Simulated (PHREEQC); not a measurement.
A solution holds 100 mmol/kgw HF, 2.2 mmol/kgw (NH4)2SiF6, 1.3 mmol/kgw H3BO3 and 2.9 mmol/kgw H2SO4, at 25 °C. It is in equilibrium with CO2 at log p = -3.5 (atm). Otherwise closed; pH follows from the charge balance.

All values are PHREEQC results (ion-association model, phreeqc.dat), not measurements.

### Question
The ionic strength comes out as 0.0215 mol/kgw. What activity coefficients do H+, HF2-, BF4-, SO4-2, SiF6-2 get?

### Answer
H+ 0.89, HF2- 0.87, BF4- 0.87, SO4-2 0.57, SiF6-2 0.57.

This is a speciation only: nothing precipitates in the calculation. SiF6-2 is the database's only silicon fluoride. Real BF4- forms and hydrolyses slowly; the run takes it at equilibrium.
